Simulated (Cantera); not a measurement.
What does this Cantera script print?

```python
import numpy as np
import cantera as ct

gas = ct.Solution("h2o2.yaml")
gas.TPX = 1598, 100000, {'H2': 1, 'O2': 1.04, 'N2': 3.92, 'H2O': 0.15}
reactor = ct.IdealGasReactor(gas, energy="on", clone=False)
net = ct.ReactorNet([reactor])
net.rtol, net.atol = 1e-08, 1e-16
show = ['H2', 'O2', 'H2O', 'H', 'H2O2', 'OH', 'HO2']
times = np.geomspace(1e-05, 0.1, 14)

steps = ct.SolutionArray(gas, extra=["t"])
rows = []
print(f"{'t/s':>10s}{'T/K':>9s}{'P/Pa':>11s}" + "".join(f"{s:>11s}" for s in show))
for t in times:
    while net.time < t:
        t_next = net.step()
        steps.append(gas.state, t=t_next)
    rows.append([np.interp(t, steps.t, y) for y in (steps.T, steps.P, *steps(*show).X.T)])
    print(f"{t:10.3e}{rows[-1][0]:9.1f}{rows[-1][1]:11.4g}" + "".join(f"{x:11.3e}" for x in rows[-1][2:]))
rate = np.gradient(steps.T, steps.t)
print("integrator steps:", len(steps.t))
if steps.T.max() > steps.T[0] + 200:
    print(f"time of steepest temperature rise: {steps.t[rate.argmax()]:.4e} s")
gas.TPX = 1598, 100000, {'H2': 1, 'O2': 1.04, 'N2': 3.92, 'H2O': 0.15}
gas.equilibrate("UV")
print(f"equilibrium (UV): T = {gas.T:.1f} K  " + "  ".join(f"{s} {gas[s].X[0]:.3e}" for s in show))
```

Output:

```
       t/s      T/K       P/Pa         H2         O2        H2O          H       H2O2         OH        HO2
 1.000e-05   1645.6  1.028e+05  9.090e-02  1.340e-01  7.504e-02  3.483e-02  1.373e-06  1.034e-02  4.742e-05
 2.031e-05   2036.5  1.242e+05  2.105e-02  8.843e-02  1.422e-01  3.468e-02  6.605e-07  2.510e-02  2.608e-05
 4.125e-05   2383.8  1.421e+05  1.527e-02  8.698e-02  1.599e-01  1.545e-02  3.641e-07  2.915e-02  1.430e-05
 8.377e-05   2628.6  1.543e+05  8.964e-03  8.796e-02  1.755e-01  5.724e-03  4.935e-07  2.670e-02  1.486e-05
 1.701e-04   2694.2  1.574e+05  7.010e-03  8.863e-02  1.803e-01  3.786e-03  6.955e-07  2.475e-02  1.796e-05
 3.455e-04   2695.7  1.575e+05  6.964e-03  8.865e-02  1.804e-01  3.745e-03  7.022e-07  2.469e-02  1.805e-05
 7.017e-04   2695.7  1.575e+05  6.964e-03  8.865e-02  1.804e-01  3.745e-03  7.022e-07  2.469e-02  1.805e-05
 1.425e-03   2695.7  1.575e+05  6.964e-03  8.865e-02  1.804e-01  3.745e-03  7.022e-07  2.469e-02  1.805e-05
 2.894e-03   2695.7  1.575e+05  6.964e-03  8.865e-02  1.804e-01  3.745e-03  7.022e-07  2.469e-02  1.805e-05
 5.878e-03   2695.7  1.575e+05  6.964e-03  8.865e-02  1.804e-01  3.745e-03  7.022e-07  2.469e-02  1.805e-05
 1.194e-02   2695.7  1.575e+05  6.964e-03  8.865e-02  1.804e-01  3.745e-03  7.022e-07  2.469e-02  1.805e-05
 2.424e-02   2695.7  1.575e+05  6.964e-03  8.865e-02  1.804e-01  3.745e-03  7.022e-07  2.469e-02  1.805e-05
 4.924e-02   2695.7  1.575e+05  6.964e-03  8.865e-02  1.804e-01  3.745e-03  7.022e-07  2.469e-02  1.805e-05
 1.000e-01   2695.7  1.575e+05  6.964e-03  8.865e-02  1.804e-01  3.745e-03  7.022e-07  2.469e-02  1.805e-05
integrator steps: 1024
time of steepest temperature rise: 1.1070e-05 s
equilibrium (UV): T = 2695.7 K  H2 6.964e-03  O2 8.865e-02  H2O 1.804e-01  H 3.745e-03  H2O2 7.022e-07  OH 2.469e-02  HO2 1.805e-05
```

Detailed kinetics in Cantera: the H2/O2 subset of GRI-Mech 3.0, which has no nitrogen chemistry.
